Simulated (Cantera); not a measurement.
Feed: 1 mol SiHCl3, 1 mol CH4, 38 mol H2, 0.12 mol C3H8, at 2.90 mbar.

Method: chemical equilibrium by Gibbs-energy minimisation in Cantera with the NASA 1993 tables (ideal gas, pure condensed phases). Candidate condensed phases: C, C6H6, C7H8, C8H18, Si, SiC; 109 gas species. Equilibrium is a limit: real reactors are often held back by kinetics, nucleation or transport. All values below are at 1275 K.

Base state: H2 0.929, HCl 0.0705, SiCl2 3.60e-5, CH4 2.32e-5, H 1.32e-5 (mole fractions); condensed: C(graphite) + SiC(s).

Question: What changes in the equilibrium state with this change: SiHCl3 replaced by (CH3)2SiCl2?

Answer: 
```tsv
species	before	after
H2	0.929	0.955
HCl	0.0705	0.0449
CH4	2.32e-5	2.45e-5
SiCl2	3.60e-5	1.42e-5
H	1.32e-5	1.34e-5
C(graphite), mol	0.361	2.36
SiC(s), mol	0.998	0.999
```
The feed counts by its element totals alone.
